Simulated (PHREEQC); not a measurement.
Make-up at 25 °C: 6.49 mmol/kgw Mn(NO3)2. Closed to the air; pH follows from the charge balance.

Computed with PHREEQC (ion-association model, phreeqc.dat).

Precipitation was switched off in this run.

**Question.** What pH, specific conductance does the model give?

**Answer.** pH 6.48; specific conductance 1400 µS/cm.
